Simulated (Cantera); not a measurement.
What does this Cantera script print?

```python
import numpy as np
import cantera as ct

gas = ct.Solution("gri30.yaml")
gas.TPX = 925, 1333, {'H2': 0.17, 'O2': 1}
reactor = ct.IdealGasConstPressureReactor(gas, energy="off", clone=False)
net = ct.ReactorNet([reactor])
net.rtol, net.atol = 1e-08, 1e-18
show = ['H2', 'O2', 'H', 'HO2', 'O', 'H2O']
times = np.geomspace(3e-06, 200, 9)

steps = ct.SolutionArray(gas, extra=["t"])
rows = []
print(f"{'t/s':>10s}{'T/K':>9s}{'P/Pa':>11s}" + "".join(f"{s:>11s}" for s in show))
for t in times:
    while net.time < t:
        t_next = net.step()
        steps.append(gas.state, t=t_next)
    rows.append([np.interp(t, steps.t, y) for y in (steps.T, steps.P, *steps(*show).X.T)])
    print(f"{t:10.3e}{rows[-1][0]:9.1f}{rows[-1][1]:11.4g}" + "".join(f"{x:11.3e}" for x in rows[-1][2:]))
rate = np.gradient(steps.T, steps.t)
print("integrator steps:", len(steps.t))
if steps.T.max() > steps.T[0] + 200:
    print(f"time of steepest temperature rise: {steps.t[rate.argmax()]:.4e} s")
gas.TPX = 925, 1333, {'H2': 0.17, 'O2': 1}
gas.equilibrate("TP")
print(f"equilibrium (TP): T = {gas.T:.1f} K  " + "  ".join(f"{s} {gas[s].X[0]:.3e}" for s in show))
```

Output:

```
       t/s      T/K       P/Pa         H2         O2          H        HO2          O        H2O
 3.000e-06    925.0       1333  1.453e-01  8.547e-01  3.903e-13  3.926e-13  2.243e-15  6.351e-17
 2.852e-05    925.0       1333  1.453e-01  8.547e-01  3.576e-12  3.738e-12  1.898e-13  4.112e-14
 2.711e-04    925.0       1333  1.453e-01  8.547e-01  3.738e-11  3.606e-11  1.365e-11  1.615e-11
 2.577e-03    925.0       1333  1.453e-01  8.547e-01  7.625e-08  3.378e-09  4.490e-08  1.239e-07
 2.449e-02    925.0       1333  1.222e-03  8.406e-01  9.741e-04  1.307e-05  2.287e-03  1.542e-01
 2.328e-01    925.0       1333  1.664e-05  8.433e-01  5.528e-07  7.969e-07  1.910e-05  1.566e-01
 2.213e+00    925.0       1333  1.467e-07  8.433e-01  2.582e-09  2.978e-08  5.377e-07  1.567e-01
 2.104e+01    925.0       1333  4.055e-09  8.433e-01  4.165e-11  2.111e-09  3.477e-08  1.567e-01
 2.000e+02    925.0       1333  3.219e-10  8.433e-01  1.099e-12  2.557e-10  3.090e-09  1.567e-01
integrator steps: 1849
equilibrium (TP): T = 925.0 K  H2 1.162e-11  O2 8.433e-01  H 7.739e-15  HO2 3.072e-10  O 1.073e-10  H2O 1.567e-01
```

Model: GRI-Mech 3.0 (53 species, 325 reactions), integrated in Cantera. Radical loss at walls, strong at low pressure, is not modelled. Below about 950 K walls govern HO2 and H2O2 in real vessels. The temperature is held fixed by assumption; the heat of reaction is taken as removed at once.
